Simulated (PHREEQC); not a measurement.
Consider water at 25 °C with 0.0051 mol/kgw HF, 0.0015 mol/kgw NaF and 4.7e-05 mol/kgw H2SO4. Closed to the air; pH follows from the charge balance.

The numbers come from PHREEQC with the ion-association model, phreeqc.dat.

This is a speciation only: nothing precipitates in the calculation.

Task: Order these F species by the share of F that they hold, largest first: F-, HF2-, HF.

Result: HF (60 %), F- (38 %), HF2- (1.2 %)

Task: Order these S species by the share of S that they hold, largest first: SO4-2, HSO4-, NaSO4-.

Result: SO4-2 (91 %), HSO4- (8.3 %), NaSO4- (0.55 %)

The pH is 2.96 and the ionic strength 0.00271 mol/kgw.
